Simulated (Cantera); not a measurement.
Feed: 1 mol MgO, 2.6 mol C, 0.029 mol CO, held at 2202 °C and 133 Pa.

These are equilibrium values from Cantera (NASA tables, ideal gas, pure condensed phases), not measurements of a reactor. Candidate condensed phases: C, Mg, MgCO3, MgO; 15 gas species. Equilibrium is a limit: real reactors are often held back by kinetics, nucleation or transport.

Base state: CO 0.507, Mg 0.493, C3 0.000252, C 8.82e-5, C2 2.31e-5 (mole fractions); condensed: C(graphite).

Q: What changes in the equilibrium state with this change: temperature from 2202 °C to 850 °C?

A: 
| species | before | after |
|---|---|---|
| CO | 0.507 | 1.000 |
| CO2 | 1.45e-9 | 8.05e-5 |
| Mg | 0.493 | 1.69e-8 |
| C3 | 0.000252 | <1e-9 |
| C | 8.82e-5 | <1e-9 |
| C2 | 2.31e-5 | <1e-9 |
| C(graphite), mol | 1.60 | 2.60 |
| MgO(s), mol | 0 | 1.00 |
